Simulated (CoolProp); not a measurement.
Values from CoolProp's reference Helmholtz-energy equation of state, Zhou 2012.

Question: Give the vapour pressure (kPa), liquid density (kg/m³), enthalpy of vaporisation (kJ/kg), vapour Z of saturated o-xylene at 374.7 K.

Answer: 
```tsv
T (K)	p (kPa)	liquid density (kg/m³)	enthalpy of vaporisation (kJ/kg)	vapour Z
374.7	27.9	810	368	0.980
```
